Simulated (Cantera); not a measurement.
A Cantera script and what it prints.

```python
import numpy as np
import cantera as ct

gas_names = """
    Cr CrN H H2 N NH NH2 NH3 N2 N2H2 N2H4
""".split()
cond_names = """
    Cr(cr) Cr(L) CrN(s) Cr2N(s)
""".split()


# ... load() reads the species with a 1 bar reference pressure and builds the phases ...
atoms = {
    'Cr': {'Cr': 1},
    'NH3': {'N': 1, 'H': 3},
    'N2': {'N': 2},
}
top_T = {'CrN(s)': 1900, 'Cr2N(s)': 1900}  # K; cautious upper limits of use, not melting points


# ... equilibrate(T, P, feed) seeds the gas with the atoms and calls Mixture.equilibrate('TP', solver="vcs", rtol=1e-11, max_steps=5000) ...
results = []
feed = {'Cr': 1, 'NH3': 2.4, 'N2': 0.38}  # mol
T = 1575  # K
P = 5000  # Pa
mix = equilibrate(T, P, feed)
results.append((T, P, feed, dict(zip(mix.species_names, mix.species_moles))))
print(gas.report(threshold=1e-06))
for i in range(1, mix.n_phases):
    print(f"{mix.phase(i).name:16s} {mix.phase_moles(i):12.5e} mol")
```

It prints:

```
       temperature   1575 K
          pressure   5000 Pa
           density   0.003798 kg/m^3
  mean mol. weight   9.9472 kg/kmol
   phase of matter   gas

                          1 kg             1 kmol
                     ---------------   ---------------
          enthalpy        3.9707e+06        3.9497e+07  J
   internal energy        2.6542e+06        2.6402e+07  J
           entropy             23097        2.2975e+05  J/K
    Gibbs function       -3.2407e+07       -3.2236e+08  J
 heat capacity c_p            3354.5             33368  J/K
 heat capacity c_v            2518.7             25054  J/K

                      mass frac. Y      mole frac. X     chem. pot. / RT
                     ---------------   ---------------   ---------------
                Cr        0.00025501        4.8785e-05           -5.6744
                 H        1.5698e-05        0.00015492           -11.053
                H2           0.14082           0.69481           -22.106
                N2           0.85891           0.30498           -30.347
     [   +7 minor]        1.3682e-06        7.9913e-07

Cr(cr)            9.99747e-01 mol
CrN(s)            0.00000e+00 mol
Cr2N(s)           0.00000e+00 mol
```

Cantera equilibrium calculation (NASA polynomials, part measured and part estimated; ideal gas, pure solids and liquids).
